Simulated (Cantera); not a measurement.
A diamond (100) surface in a fixed gas of H2 with x(CH4) = 0.0051, x(H) = 0.016, x(CH3) = 0.00033, 0.118 atm; coverages are run to steady state.

Computed with Cantera and the Harris–Goodwin 1993 mechanism for the reconstructed diamond (100) surface.

θ: site fractions in the mechanism's names (c6HH fully hydrogenated, c6H* and c6*H radical sites, c6** diradical, c6HM methylated).

| T (K) | growth (µm/h) | θ c6HH | θ c6H* | θ c6*H | θ c6** | θ c6HM |
|---|---|---|---|---|---|---|
| 925 | ___ | 0.655 | 0.0124 | 0.308 | 0.00538 | 0.0153 |
| 1000 | ___ | 0.588 | 0.0184 | 0.369 | 0.00965 | 0.0111 |
| 1075 | ___ | 0.525 | 0.0255 | 0.421 | 0.0158 | 0.00804 |
| 1150 | 32.8 | 0.469 | 0.0332 | 0.465 | 0.0239 | 0.00555 |
| 1225 | 31.1 | 0.420 | 0.0413 | 0.499 | 0.0340 | 0.00318 |
| 1300 | ___ | 0.377 | 0.0495 | 0.524 | 0.0460 | 0.00133 |
| 1375 | ___ | 0.340 | 0.0575 | 0.542 | 0.0595 | 0.000434 |

Q: What belongs in the gaps?

A: 
- 925, growth (µm/h): 14.1
- 1000, growth (µm/h): 20.6
- 1075, growth (µm/h): 27.7
- 1300, growth (µm/h): 22.7
- 1375, growth (µm/h): 16.3
